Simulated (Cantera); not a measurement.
An isothermal, constant-pressure homogeneous reactor starts with CO : O₂ : H₂O : N₂ = 0.0074 : 0.0087 : 0.00021 : 1 (molar parts), equivalence ratio 0.43, at 1023 K and 0.100 bar. Integrator tolerance rtol = 1e-08.

Model: GRI-Mech 3.0 (53 species, 325 reactions), integrated in Cantera.

**Question.** What does this change do: pressure from 0.100 bar to 2.60 bar?

**Answer.** 
```csv
quantity,before,after
x(CO) at 10.0 s,2.44e-5 (gas-phase equilibrium 4.33e-11),0.00426 (gas-phase equilibrium 8.49e-12)
x(O₂) at 10.0 s,0.00495 (gas-phase equilibrium 0.00493),0.00706 (gas-phase equilibrium 0.00493)
x(H₂O) at 10.0 s,0.000207 (gas-phase equilibrium 0.000207),0.000205 (gas-phase equilibrium 0.000207)
x(NO) at 10.0 s,2.21e-7 (gas-phase equilibrium 6.91e-6),1.86e-9 (gas-phase equilibrium 6.91e-6)
x(H₂) at 10.0 s,1.09e-7 (gas-phase equilibrium 1.61e-12),1.75e-6 (gas-phase equilibrium <1e-12)
x(HO₂) at 10.0 s,3.47e-8 (gas-phase equilibrium 2.05e-12),4.14e-7 (gas-phase equilibrium 4.63e-12)
```
